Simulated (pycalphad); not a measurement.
**Effect of Si content in Fe-Si**

Computed with pycalphad from the COST 507 light-alloy database (1999), at 1 atm. These are 1990s assessments: newer ones move some temperatures and phases. Phase fractions are per mole of atoms.

```csv
alloy,liquidus (°C),first solid,solidus (°C),phases at 777 °C
Fe-1.58Si (at.%),1525,BCC_A2,1518,BCC_A2 1.00
Fe-2.1Si (at.%),1521,BCC_A2,1512,BCC_A2 1.00
Fe-3.15Si (at.%),1512,BCC_A2,1499,BCC_A2 1.00
Fe-8.4Si (at.%),1463,BCC_A2,1440,BCC_A2 1.00
```

BCC_A2 is bcc.
